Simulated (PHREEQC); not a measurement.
H2SO4 is added in steps, without added water, to 1 kg of water holding 0.0011 mol HF, 0.089 mol NaOH and 0.00029 mol KCl, at 25 °C. Oxygen is held at 0.21 atm. CO2 is held at log p = -3.4 (atm). Precipitation was switched off in this run.

Base run: PHREEQC, ion-association model, wateq4f.dat. Each further column changes one thing. The table gives HCO3- (mol/kgw).

| H2SO4 added (mol) | base | KCl from 0.00029 to 2.9e-05 mol/kgw | 0.12 mol/kgw Rb2SO4 added | 0.0012 mol/kgw (NH4)2SO4 added | solids may form |
|---|---|---|---|---|---|
| 0 | 0.0360 | 0.0360 | [?] | 0.0356 | 0.0360 |
| 0.01438 | 0.0278 | 0.0278 | [?] | 0.0273 | 0.0278 |
| 0.03163 | 0.0151 | 0.0151 | [?] | 0.0146 | 0.0151 |
| 0.046 | 6.51e-9 | 6.52e-9 | [?] | 6.58e-9 | 6.51e-9 |
| 0.06037 | 6.96e-10 | 6.96e-10 | [?] | 7.03e-10 | 6.96e-10 |
| 0.07762 | 3.28e-10 | 3.28e-10 | [?] | 3.30e-10 | 3.28e-10 |
| 0.092 | 2.26e-10 | 2.26e-10 | [?] | 2.28e-10 | 2.26e-10 |

Question: Some entries are withheld; supply them.

Answer: 
- 0, 0.12 mol/kgw Rb2SO4 added: 0.0350
- 0.01438, 0.12 mol/kgw Rb2SO4 added: 0.0271
- 0.03163, 0.12 mol/kgw Rb2SO4 added: 0.0148
- 0.046, 0.12 mol/kgw Rb2SO4 added: 1.37e-8
- 0.06037, 0.12 mol/kgw Rb2SO4 added: 1.53e-9
- 0.07762, 0.12 mol/kgw Rb2SO4 added: 7.06e-10
- 0.092, 0.12 mol/kgw Rb2SO4 added: 4.75e-10

 Solids allowed in the column 'solids may form': Halite, Mirabilite, Nahcolite, Natron.
